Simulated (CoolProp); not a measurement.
Vapour-liquid equilibrium of R125 (1) + R245fa (2) at 282.9 K; x and y are mole fractions of (1).

Model: multi-fluid Helmholtz-energy mixture model, Lemmon 2005 and Akasaka 2015; pair parameters Bell 2016, in CoolProp.

Q: Give the bubble pressure and the first vapour's composition at x = 0.125, 0.2, 0.95. Is there an azeotrope?

A: x = 0.125: 0.1894 MPa, y = 0.604; x = 0.2: 0.2506 MPa, y = 0.718; x = 0.95: 0.8544 MPa, y = 0.992. No azeotrope shows between x = 0.05 and 0.95.

The pair parameters rest on a limited set of measurements; away from them the model extrapolates. The gap from Raoult's law changes sign with composition, which may be real or a fault of the pair parameters; it wasn't checked against measurements.
